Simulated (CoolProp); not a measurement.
Properties of n-heptane along the isobar 563 kPa (Tc = 268.1 °C, pc = 2774 kPa, ω = 0.349).

The numbers come from the reference Helmholtz-energy equation of state, Span 2003 in CoolProp. It is a short technical equation, of lower accuracy than the large ones.

```
T (°C)  phase  cp (kJ/(kg K))  isothermal compressibility (1/MPa)  expansivity (1/kK)  conductivity (mW/(m K))  Prandtl number  fugacity coefficient
------  -----  --------------  ----------------------------------  ------------------  -----------------------  --------------  --------------------
262.75    gas           2.718                               1.938               2.496                     39.5           0.736                0.9269
267.65    gas           2.733                               1.931               2.448                     40.1           0.736                0.9293
272.55    gas           2.747                               1.925               2.403                     40.7           0.736                0.9316
277.55    gas           2.762                               1.918               2.358                     41.3           0.736                0.9338
282.45    gas           2.777                               1.913               2.317                     41.9           0.736                0.9359
287.35    gas           2.792                               1.907               2.277                     42.4           0.736                0.9380
292.35    gas           2.807                               1.902               2.239                     43.0           0.736                0.9400
297.25    gas           2.822                               1.897               2.203                     43.6           0.736                0.9418
302.15    gas           2.836                               1.893               2.168                     44.2           0.736                0.9436
307.15    gas           2.851                               1.888               2.134                     44.8           0.736                0.9454
312.05    gas           2.866                               1.884               2.102                     45.4           0.735                0.9471
316.95    gas           2.880                               1.880               2.071                     46.0           0.735                0.9487
321.95    gas           2.895                               1.877               2.041                     46.7           0.735                0.9502
326.85    gas           2.909                               1.873               2.013                     47.3           0.735                0.9517
```

Viscosity comes from a separate model (Michailidou 2014). Thermal conductivity comes from a separate model (Assael 2013).
